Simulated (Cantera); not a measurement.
SiCl4 + NH3 (silicon nitride deposition)

Feed: 1 mol SiCl4, a varied amount of NH3, at 1677 °C and 0.100 bar.

Cantera equilibrium calculation (NASA polynomials, part measured and part estimated; ideal gas, pure solids and liquids). Candidate condensed phases: NH4Cl, Si, Si3N4; 28 gas species. The tables' values for SiCl3, SiCl, SiN are old estimates; treat these amounts as uncertain. Gases not in the tables: Si2H6 and higher silanes. Rates play no part.

| n(NH3) (mol) | log p H2 | log p N2 | log p HCl | log p SiCl2 | log p H | n Si(l) |
|---|---|---|---|---|---|---|
| 3.8 | -1.31 | -1.70 | -1.69 | -2.00 | -3.60 | 0 |
| 4.4 | -1.29 | -1.69 | -1.74 | -2.05 | -3.58 | 0 |
| 5.1 | -1.26 | -1.68 | -1.79 | -2.10 | -3.57 | 0 |
| 6 | -1.24 | -1.67 | -1.85 | -2.16 | -3.56 | 0 |
| 6.9 | -1.23 | -1.66 | -1.90 | -2.21 | -3.56 | 0 |
| 8 | -1.22 | -1.65 | -1.95 | -2.27 | -3.55 | 0.0153 |
| 9.3 | -1.21 | -1.65 | -1.98 | -2.36 | -3.54 | 0.0674 |
| 11 | -1.20 | -1.64 | -2.03 | -2.45 | -3.54 | 0.126 |
| 13 | -1.19 | -1.64 | -2.07 | -2.55 | -3.53 | 0.184 |
| 15 | -1.18 | -1.63 | -2.11 | -2.64 | -3.53 | 0.233 |
| 17 | -1.17 | -1.63 | -2.15 | -2.71 | -3.53 | 0.275 |
| 20 | -1.17 | -1.62 | -2.20 | -2.82 | -3.52 | 0.329 |
log p: log10 of the partial pressure in bar; n: condensed amount in mol.

From 3.8 mol NH3 to 6.9 mol NH3 nothing is condensed. From 8 mol NH3 to 20 mol NH3 the condensed part is Si(l). The main Si-bearing gas is SiCl2 throughout.
